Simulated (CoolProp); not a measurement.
Toluene along the isobar 226 bar: Z from the reference equation and from simpler models built on Tc = 591.7 K, pc = 41.26 bar, ω = 0.266; each cubic takes its own stable root.

Model: reference Helmholtz-energy equation of state, Lemmon 2006, in CoolProp. It is a short technical equation, of lower accuracy than the large ones.

```csv
T (K),phase,reference,van der Waals,Redlich-Kwong,Soave-Redlich-Kwong,Peng-Robinson
518.1,liquid,0.7056,1.050,0.7833,0.7707,0.6879
524.9,liquid,0.7032,1.042,0.7801,0.7683,0.6860
531.7,liquid,0.7010,1.034,0.7771,0.7662,0.6844
538.5,liquid,0.6991,1.026,0.7744,0.7644,0.6832
545.3,liquid,0.6974,1.019,0.7719,0.7630,0.6822
552.1,liquid,0.6959,1.012,0.7697,0.7618,0.6815
558.9,liquid,0.6947,1.006,0.7677,0.7610,0.6811
565.7,liquid,0.6937,0.9993,0.7659,0.7604,0.6811
572.5,liquid,0.6930,0.9931,0.7643,0.7602,0.6813
579.2,liquid,0.6925,0.9873,0.7630,0.7602,0.6818
586,liquid,0.6922,0.9816,0.7619,0.7606,0.6826
592.8,supercritical,0.6921,0.9761,0.7610,0.7612,0.6837
599.6,supercritical,0.6923,0.9708,0.7602,0.7622,0.6851
606.4,supercritical,0.6927,0.9658,0.7597,0.7634,0.6869
613.2,supercritical,0.6934,0.9610,0.7594,0.7649,0.6889
620,supercritical,0.6942,0.9563,0.7593,0.7667,0.6912
```
